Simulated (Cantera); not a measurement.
# Carbon deposition, reforming and gasification: C6H6 + CO2

Charge: 1 mol C6H6, 0.025 mol CO2, equilibrated at 13.3 mbar.

Method: chemical equilibrium by Gibbs-energy minimisation in Cantera with the NASA 1993 tables (ideal gas, pure condensed phases). Candidate condensed phases: C, C6H6, C7H8, C8H18, H2O; 110 gas species. Equilibrium is a limit: real reactors are often held back by kinetics, nucleation or transport.

```json
[
 {"T (°C)": "1975", "x H2": "0.920", "x H": "0.0610", "x C3": "4.69e-7", "x C2H2 (acetylene)": "0.00305", "x CO": "0.0159", "x C2H": "7.98e-6", "x C": "2.64e-7", "n C(graphite)": "5.96"},
 {"T (°C)": "2050", "x H2": "0.891", "x H": "0.0890", "x C3": "1.91e-6", "x C2H2 (acetylene)": "0.00431", "x CO": "0.0157", "x C2H": "2.06e-5", "x C": "9.09e-7", "n C(graphite)": "5.95"},
 {"T (°C)": "2125", "x H2": "0.853", "x H": "0.126", "x C3": "7.11e-6", "x C2H2 (acetylene)": "0.00589", "x CO": "0.0154", "x C2H": "4.99e-5", "x C": "2.89e-6", "n C(graphite)": "5.94"},
 {"T (°C)": "2200", "x H2": "0.804", "x H": "0.173", "x C3": "2.44e-5", "x C2H2 (acetylene)": "0.00775", "x CO": "0.0150", "x C2H": "0.000113", "x C": "8.58e-6", "n C(graphite)": "5.92"},
 {"T (°C)": "2275", "x H2": "0.744", "x H": "0.231", "x C3": "7.75e-5", "x C2H2 (acetylene)": "0.00982", "x CO": "0.0145", "x C2H": "0.000242", "x C": "2.38e-5", "n C(graphite)": "5.90"},
 {"T (°C)": "2350", "x H2": "0.674", "x H": "0.299", "x C3": "0.000230", "x C2H2 (acetylene)": "0.0119", "x CO": "0.0139", "x C2H": "0.000488", "x C": "6.25e-5", "n C(graphite)": "5.88"},
 {"T (°C)": "2425", "x H2": "0.594", "x H": "0.377", "x C3": "0.000643", "x C2H2 (acetylene)": "0.0139", "x CO": "0.0133", "x C2H": "0.000932", "x C": "0.000155", "n C(graphite)": "5.85"},
 {"T (°C)": "2500", "x H2": "0.509", "x H": "0.459", "x C3": "0.00169", "x C2H2 (acetylene)": "0.0155", "x CO": "0.0126", "x C2H": "0.00169", "x C": "0.000367", "n C(graphite)": "5.81"},
 {"T (°C)": "2575", "x H2": "0.420", "x H": "0.543", "x C3": "0.00423", "x C2H2 (acetylene)": "0.0164", "x CO": "0.0118", "x C2H": "0.00289", "x C": "0.000828", "n C(graphite)": "5.74"},
 {"T (°C)": "2650", "x H2": "0.334", "x H": "0.620", "x C3": "0.0101", "x C2H2 (acetylene)": "0.0165", "x CO": "0.0111", "x C2H": "0.00470", "x C": "0.00179", "n C(graphite)": "5.62"},
 {"T (°C)": "2725", "x H2": "0.253", "x H": "0.684", "x C3": "0.0229", "x C2H2 (acetylene)": "0.0157", "x CO": "0.0102", "x C2H": "0.00725", "x C": "0.00373", "n C(graphite)": "5.35"}
]
```
x: gas mole fraction; n: condensed amount in mol.

From 1975 °C to 2725 °C the condensed part is C(graphite). The main C-bearing gas is CO at 1975 °C and C3 at 2725 °C. The share of C in condensed phases is highest at 1975 °C (98.8 %) and lowest at 2725 °C (88.9 %).
